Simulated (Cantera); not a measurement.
## Silicon carbide growth: Si(CH₃)₄ + HCl + H₂

Input: 1 mol Si(CH₃)₄, 0.12 mol HCl, 370 mol H₂, at 390 Pa.

Method: chemical equilibrium by Gibbs-energy minimisation in Cantera with the NASA 1993 tables (ideal gas, pure condensed phases). Candidate condensed phases: C, C₆H₆, C₇H₈, C₈H₁₈, Si, SiC; 109 gas species. Gases not in the tables: Si₂H₆ and higher silanes. Equilibrium is a limit: real reactors are often held back by kinetics, nucleation or transport.

| T (°C) | x H₂ | x H | x C₂H₂ (acetylene) | x Si | x HCl | x SiC₂ | x C₂H | n C(graphite) | n SiC(s) |
|---|---|---|---|---|---|---|---|---|---|
| 1352 | 0.999 | 0.00113 | 3.55e-5 | 4.78e-7 | 0.000319 | 2.23e-9 | 1.54e-10 | 2.97 | 1.000 |
| 1502 | 0.995 | 0.00462 | 0.000142 | 1.21e-5 | 0.000317 | 1.52e-7 | 5.18e-9 | 2.90 | 0.995 |
| 1652 | 0.984 | 0.0152 | 0.000451 | 0.000183 | 0.000313 | 5.27e-6 | 9.98e-8 | 2.73 | 0.921 |
| 1802 | 0.955 | 0.0417 | 0.00118 | 0.00187 | 0.000301 | 0.000108 | 1.24e-6 | 2.82 | 0.153 |
| 1952 | 0.896 | 0.0982 | 0.00263 | 0.00219 | 0.000280 | 0.000231 | 1.07e-5 | 1.71 | 0 |
| 2102 | 0.792 | 0.201 | 0.00434 | 0.00202 | 0.000242 | 0.000316 | 5.98e-5 | 0 | 0 |
| 2252 | 0.636 | 0.358 | 0.00378 | 0.00189 | 0.000187 | 0.000260 | 0.000161 | 0 | 0 |
x: gas mole fraction; n: condensed amount in mol.

From 1352 °C to 1802 °C the condensed part is C(graphite) + SiC(s). At 1952 °C the condensed part is C(graphite). From 2102 °C to 2252 °C nothing is condensed. The main Si-bearing gas is Si throughout.
